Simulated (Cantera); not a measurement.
Input: 1 mol CaCl2, 0.87 mol O2, a varied amount of N2, at 5.60 Pa.

Cantera equilibrium calculation (NASA polynomials, part measured and part estimated; ideal gas, pure solids and liquids). Candidate condensed phases: Ca, CaCl2, CaO; 17 gas species. Mutual solubility and eutectic melting of coexisting phases are not modelled. Condensed phases not in the tables: oxide chlorides. Equilibrium is a limit: real reactors are often held back by kinetics, nucleation or transport.

Stable condensed phases, one row left out:

```
T in K \ n(N2) in mol
          0.4 0.62 0.96  1.5  2.3  3.5  5.4  8.3   13   20
   1623     A    A    A    A    A    A    A    A    A    A
   1573     A    A    A    A    A    A    A    A    A    A
   1523     A    A    A    A    A    A    A    A    A    A
   1473     A    A    A    A    A    A    A    A    A    A
   1423     A    A    A    A    A    A    A    A    A    A
   1373     A    A    A    A    A    A    A    A    A    A
   1323     A    A    A    A    A    A    A    A    A    A
   1223     B    B    B    B    B    A    A    A    A    A
   1173     B    B    B    B    B    B    B    B    A    A
   1123     B    B    B    B    B    B    B    B    B    B
   1073     B    B    B    B    B    B    B    B    B    B
```

A: CaO; B: CaCl2 + CaO.

### Question
Give the row for 1273 K.

### Answer
0.4: CaO; 0.62: CaO; 0.96: CaO; 1.5: CaO; 2.3: CaO; 3.5: CaO; 5.4: CaO; 8.3: CaO; 13: CaO; 20: CaO.
